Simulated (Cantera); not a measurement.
An adiabatic, constant-volume homogeneous reactor starts with CH3OH : O2 : N2 = 1 : 4.05 : 15.2 (molar parts), equivalence ratio 0.37, at 1800 K and 100000 Pa. Integrator tolerance rtol = 1e-08.

Detailed kinetics in Cantera: GRI-Mech 3.0 (53 species, 325 reactions). GRI-Mech 3.0 was tuned for natural gas; its chemistry of methanol as a main component is partial and can be far from experiment.

Problem. What does this change do: 0.27 parts H2 added?

Solution. 
```tsv
quantity	before	after
time of steepest temperature rise	34.0 µs	31.5 µs
temperature at 5.00 s	2602 K	2645 K
equilibrium temperature	2602 K	2645 K
x(CH3OH) at 5.00 s	<1e-12 (gas-phase equilibrium <1e-12)	<1e-12 (gas-phase equilibrium <1e-12)
x(O2) at 5.00 s	0.110 (gas-phase equilibrium 0.110)	0.102 (gas-phase equilibrium 0.102)
x(C2H) at 5.00 s	<1e-12 (gas-phase equilibrium <1e-12)	<1e-12 (gas-phase equilibrium <1e-12)
x(C2H6) at 5.00 s	<1e-12 (gas-phase equilibrium <1e-12)	<1e-12 (gas-phase equilibrium <1e-12)
x(C2H2) at 5.00 s	<1e-12 (gas-phase equilibrium <1e-12)	<1e-12 (gas-phase equilibrium <1e-12)
x(NO) at 5.00 s	0.0189 (gas-phase equilibrium 0.0189)	0.0194 (gas-phase equilibrium 0.0194)
```

Problem. What does this change do: O2 4.05 to 2.1 parts?

Solution. 
```
quantity                                                          before                                  after
---------------------------------  -------------------------------------  -------------------------------------
time of steepest temperature rise                                34.0 µs                                34.1 µs
temperature at 5.00 s                                             2602 K                                 2653 K
equilibrium temperature                                           2602 K                                 2653 K
x(CH3OH) at 5.00 s                 <1e-12 (gas-phase equilibrium <1e-12)  <1e-12 (gas-phase equilibrium <1e-12)
x(O2) at 5.00 s                      0.110 (gas-phase equilibrium 0.110)  0.0308 (gas-phase equilibrium 0.0308)
x(C2H) at 5.00 s                   <1e-12 (gas-phase equilibrium <1e-12)  <1e-12 (gas-phase equilibrium <1e-12)
x(C2H6) at 5.00 s                  <1e-12 (gas-phase equilibrium <1e-12)  <1e-12 (gas-phase equilibrium <1e-12)
x(C2H2) at 5.00 s                  <1e-12 (gas-phase equilibrium <1e-12)  <1e-12 (gas-phase equilibrium <1e-12)
x(NO) at 5.00 s                    0.0189 (gas-phase equilibrium 0.0189)  0.0114 (gas-phase equilibrium 0.0114)
```
